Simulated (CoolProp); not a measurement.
Vapour-liquid equilibrium of toluene (1) + n-dodecane (2) at 190.85 °C; x and y are mole fractions of (1).

Model: multi-fluid Helmholtz-energy mixture model, Lemmon 2006 and Lemmon 2004; pair parameters Bell 2016, in CoolProp.

| x | bubble pressure, mixture model (kPa) | bubble pressure, Raoult's law (kPa) | y, mixture model | y, Raoult's law |
|---|---|---|---|---|
| 0.05 | 73.06 | 82.19 | 0.299 | 0.387 |
| 0.125 | 106.8 | 125.9 | 0.551 | 0.631 |
| 0.2 | 144.3 | 169.6 | [?] | 0.750 |
| 0.275 | 184.6 | 213.2 | 0.778 | 0.820 |
| 0.35 | 226.9 | 256.9 | 0.836 | 0.866 |
| 0.425 | 270.6 | 300.6 | 0.876 | 0.898 |
| 0.5 | [?] | 344.3 | 0.906 | 0.923 |
| 0.575 | 360.8 | 388.0 | 0.929 | 0.942 |
| 0.65 | 407.1 | 431.6 | 0.947 | 0.957 |
| 0.725 | 454.2 | 475.3 | 0.962 | 0.969 |
| 0.8 | 502.2 | 519.0 | 0.974 | 0.980 |
| 0.875 | [?] | 562.7 | 0.985 | 0.988 |
| 0.95 | 601.6 | 606.4 | [?] | 0.996 |

**Question.** Complete the blanks.

**Answer.** 
- 0.2, y, mixture model: 0.691
- 0.5, bubble pressure, mixture model (kPa): 315.3
- 0.875, bubble pressure, mixture model (kPa): 551.4
- 0.95, y, mixture model: 0.994

The largest gap from Raoult's law is -15.2 % in bubble pressure, at x = 0.125. No azeotrope shows between x = 0.05 and 0.95.

The pair parameters rest on a limited set of measurements; away from them the model extrapolates.
